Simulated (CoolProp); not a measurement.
n-nonane along the isobar 26.9 bar: Z from the reference equation and from simpler models built on Tc = 594.5 K, pc = 22.82 bar, ω = 0.443; each cubic takes its own stable root.

Computed with CoolProp (reference Helmholtz-energy equation of state, Lemmon 2006). It is a short technical equation, of lower accuracy than the large ones.

| T (K) | phase | reference | van der Waals | Peng-Robinson |
|---|---|---|---|---|
| 351 | liquid | 0.1752 | 0.3144 | 0.1827 |
| 375.9 | liquid | 0.1686 | 0.3009 | 0.1749 |
| 400.8 | liquid | 0.1633 | 0.2899 | 0.1688 |
| 425.7 | liquid | 0.1591 | 0.2811 | (withheld) |
| 450.6 | liquid | 0.1561 | 0.2745 | 0.1614 |
| 475.5 | liquid | 0.1543 | 0.2699 | 0.1603 |
| 500.4 | liquid | 0.1538 | 0.2677 | (withheld) |
| 525.3 | liquid | (withheld) | 0.2683 | 0.1653 |
| 550.2 | liquid | 0.1593 | (withheld) | 0.1741 |
| 575.1 | liquid | 0.1696 | 0.2845 | 0.1933 |
| 600 | supercritical | 0.2097 | 0.3140 | 0.2576 |

Question: Fill in the missing entries.

Answer: 
- 425.7, Peng-Robinson: 0.1643
- 500.4, Peng-Robinson: 0.1613
- 525.3, reference: 0.1552
- 550.2, van der Waals: 0.2729
